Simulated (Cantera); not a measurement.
Carbon deposition, reforming and gasification: C₃H₈ + O₂ + N₂

A closed system holds: 1 mol C₃H₈, a varied amount of O₂, 0.18 mol N₂, equilibrated at 925 K and 39.0 bar.

Method: chemical equilibrium by Gibbs-energy minimisation in Cantera with the NASA 1993 tables (ideal gas, pure condensed phases). Candidate condensed phases: C, C₆H₆, C₇H₈, C₈H₁₈, H₂O; 136 gas species. The ideal-gas law is rough above about 30 bar. Rates play no part.

```tsv
n(O₂) (mol)	log p CH₄	log p H₂O	log p H₂	log p CO₂	log p N₂	log p CO	n C(graphite)
0.083	1.37	0.34	1.01	-1.20	0.43	-0.84	1.40
0.33	1.28	0.84	0.96	-0.11	0.39	-0.29	1.50
0.59	1.20	1.00	0.92	0.29	0.35	-0.09	1.52
0.84	1.12	1.07	0.88	0.51	0.31	0.02	1.48
1.1	1.05	1.11	0.85	0.66	0.28	0.09	1.39
1.3	1.00	1.13	0.82	0.75	0.26	0.14	1.31
1.6	0.93	1.15	0.79	0.85	0.22	0.19	1.15
1.8	0.89	1.15	0.77	0.91	0.20	0.21	1.04
```
log p: log10 of the partial pressure in bar; n: condensed amount in mol.

From 0.083 mol O₂ to 1.8 mol O₂ the condensed part is C(graphite). The main C-bearing gas is CH₄ at 0.083 mol O₂ and CO₂ at 1.8 mol O₂. The share of C in condensed phases is highest at 0.59 mol O₂ (50.5 %) and lowest at 1.8 mol O₂ (34.6 %).
